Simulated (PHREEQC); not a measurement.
# Hard or scaling water: speciation

Make-up at 80 °C: 0.022 mol BaCl2 and 0.00012 mol KCl per kg of water. Closed to the air; pH follows from the charge balance.

Model: ion-association model, phreeqc.dat, run in PHREEQC.

ionic strength: 0.0661 mol/kgw
specific conductance: 12100 µS/cm
density: 0.976 g/cm³

```json
[
 {"species": "Cl-", "molality": "0.0441", "activity": "0.0342", "log γ": "-0.111"},
 {"species": "Ba+2", "molality": "0.0220", "activity": "0.00825", "log γ": "-0.426"},
 {"species": "K+", "molality": "0.000120", "activity": "9.28e-5", "log γ": "-0.112"},
 {"species": "H+", "molality": "6.35e-7", "activity": "5.26e-7", "log γ": "-0.082"},
 {"species": "OH-", "molality": "6.35e-7", "activity": "4.90e-7", "log γ": "-0.113"}
]
```

Precipitation was switched off in this run. Away from 25 °C the constants follow the database's enthalpies or fits; those with neither stay at their 25 °C values.
